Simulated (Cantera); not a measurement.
An isothermal plug-flow reactor at 725 K and 0.480 bar (inlet), inlet velocity 0.6 m/s, active area per volume 160 1/m; feed H2 : O2 : N2 = 0.022 : 0.12 : 0.79 (molar parts), equivalence ratio 0.092.

Cantera simulation using Deutschmann's 1995 Pt surface mechanism with GRI-Mech 3.0 gas chemistry; the numbers are that mechanism's predictions, not measurements. Catalytic surfaces can have several steady states; this one follows from the mechanism file's or the stated starting coverage. Mass transfer to the wall is taken as infinitely fast.

What does this change do: inlet velocity 0.6 to 2.5 m/s?


```tsv
quantity	before	after
x(H2) at z = 0.026 m	4.51e-5	0.000958
x(O2) at z = 0.026 m	0.118	0.119
x(H2O) at z = 0.026 m	0.0238	0.0229
θ(free Pt) at the exit	0.0158	0.0238
θ(O*) at the exit	0.982	0.974
θ(OH*) at the exit	0.00221	0.00266
```
